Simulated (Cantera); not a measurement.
Feed: 1 mol PbO, 520 mol H2, 0.67 mol N2, equilibrated at 1700 °C and 0.00133 bar.

Cantera equilibrium calculation (NASA polynomials, part measured and part estimated; ideal gas, pure solids and liquids). Candidate condensed phases: H2O, Pb, PbO, PbO2, Pb3O4; 27 gas species. Rates play no part.

Question: What is the equilibrium state?

Answer: 
```
Item                                  Value
--------------------------------  ---------
x(H2)                                 0.959
x(H)                                 0.0362
x(Pb)                               0.00188
x(H2O)                              0.00188
x(N2)                               0.00126
x(OH)                               6.72e-6
gas amount                        531.3 mol
log10 activity of Pb(l) (absent)      -5.49
```
